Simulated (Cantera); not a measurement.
What does this Cantera script print?

```python
import numpy as np
import cantera as ct

gas_names = [...]  # 123 gases of nasa_gas.yaml made of C, H, O, Si
cond_names = """
    C(gr) C6H6(L) C7H8(L) C8H18(L),n-octa H2O(s) H2O(L) Si(cr) Si(L) SiC(b) SiO2(Lqz) SiO2(hqz) SiO2(L)
""".split()


# ... load() reads the species with a 1 bar reference pressure and builds the phases ...
atoms = {
    'SiO2': {'Si': 1, 'O': 2},
    'CO': {'C': 1, 'O': 1},
    'H2': {'H': 2},
}
top_T = {'C(gr)': 4500, 'SiC(b)': 3050}  # K; cautious upper limits of use, not melting points


# ... equilibrate(T, P, feed) seeds the gas with the atoms and calls Mixture.equilibrate('TP', solver="vcs", rtol=1e-11, max_steps=5000) ...
results = []
feed = {'SiO2': 1, 'CO': 11, 'H2': 12}  # mol
T = 1473.15  # K
P = 1700  # Pa
mix = equilibrate(T, P, feed)
results.append((T, P, feed, dict(zip(mix.species_names, mix.species_moles))))
x = sorted(zip(gas.X, gas.species_names), reverse=True)
print(f"T = {T:g} K  P = {P:g} Pa  gas = {mix.phase_moles(0):.4g} mol")
print("   x: " + "  ".join(f"{s} {v:.3e}" for v, s in x if v > 0.0001))
print("   condensed (mol): " + ("  ".join(f"{mix.phase(i).name} {mix.phase_moles(i):.4g}"
      for i in range(1, mix.n_phases) if mix.phase_moles(i) > 1e-12) or "none"))
```

Result:

```
T = 1473.15 K  P = 1700 Pa  gas = 23 mol
   x: H2 5.215e-01  CO 4.781e-01  SiO 1.803e-04  H2O 1.322e-04
   condensed (mol): SiO2(hqz) 0.9959
```

Method: chemical equilibrium by Gibbs-energy minimisation in Cantera with the NASA 1993 tables (ideal gas, pure condensed phases). The tables hold silica as quartz up to 1696 K and as liquid above; real silica turns to tridymite and cristobalite and melts near 1996 K.
